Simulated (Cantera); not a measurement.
Input (Python, Cantera) and output of one run.

```python
import numpy as np
import cantera as ct

gas_names = """
    CL CL2 H HCL H2 N NH NH2 NH3 N2 N2H2 N2H4 Si SiCL SiCL2 SiCL3 SiCL4 SiH SiHCL3 SiH2 SiH2CL2 SiH3
    SiH3CL SiH4 SiN Si2 Si2N Si3
""".split()
cond_names = """
    NH4CL(a) NH4CL(b) Si(cr) Si(L) Si3N4(a)
""".split()


def load(file, names, dense=False):
    # The tables refer to 1 bar. Condensed volumes are neglected.
    table = {s.name: s for s in ct.Species.list_from_file(file)}
    out = []
    for n in names:
        d = dict(table[n].input_data)
        d["thermo"] = dict(d["thermo"], **{"reference-pressure": 1e5})
        if dense:
            d["equation-of-state"] = {"model": "constant-volume", "density": "1e6 g/cm^3"}
        out.append(ct.Species.from_dict(d))
    return out


gas = ct.Solution(thermo="ideal-gas", species=load("nasa_gas.yaml", gas_names))
cond = {s.name: ct.Solution(thermo="fixed-stoichiometry", species=[s], name=s.name)
        for s in load("nasa_condensed.yaml", cond_names, dense=True)}
atoms = {
    'SiHCl3': {'Si': 1, 'H': 1, 'CL': 3},
    'Cl2': {'CL': 2},
    'N2': {'N': 2},
}
top_T = {'Si3N4(a)': 2400}  # K; cautious upper limits of use, not melting points


def equilibrate(T, P, feed):
    n = {}
    for name, mol in feed.items():
        for a, k in atoms[name].items():
            n[a] = n.get(a, 0.0) + k * mol
    gas.TPX = T, P, n
    mass = sum(n.values()) * gas.mean_molecular_weight
    gas.equilibrate("TP")
    valid = [c for c in cond.values() if c.min_temp <= T <= top_T.get(c.name, c.max_temp)]
    mix = ct.Mixture([(gas, mass / gas.mean_molecular_weight)] + [(c, 0.0) for c in valid])
    mix.T, mix.P = T, P
    mix.equilibrate("TP", solver="vcs", rtol=1e-11, max_steps=5000)
    return mix


results = []
feed = {'SiHCl3': 1, 'Cl2': 0.58, 'N2': 4.4}  # mol
T = 850  # K
P = 210  # Pa
mix = equilibrate(T, P, feed)
results.append((T, P, feed, dict(zip(mix.species_names, mix.species_moles))))
x = sorted(zip(gas.X, gas.species_names), reverse=True)
print(f"T = {T:g} K  P = {P:g} Pa  gas = {mix.phase_moles(0):.4g} mol")
print("   x: " + "  ".join(f"{s} {v:.3e}" for v, s in x if v > 1e-06))
print("   condensed (mol): " + ("  ".join(f"{mix.phase(i).name} {mix.phase_moles(i):.4g}"
      for i in range(1, mix.n_phases) if mix.phase_moles(i) > 1e-12) or "none"))
```

It prints:

```
T = 850 K  P = 210 Pa  gas = 6.034 mol
   x: N2 7.111e-01  SiCL4 1.386e-01  HCL 1.349e-01  H2 1.542e-02  SiHCL3 2.630e-05  SiCL3 8.272e-06
   condensed (mol): Si3N4(a) 0.05446
```

These are equilibrium values from Cantera (NASA tables, ideal gas, pure condensed phases), not measurements of a reactor. N2 is the only nitrogen source here; it is nearly inert below about 1500 K, so the nitride shown seldom forms there in practice.
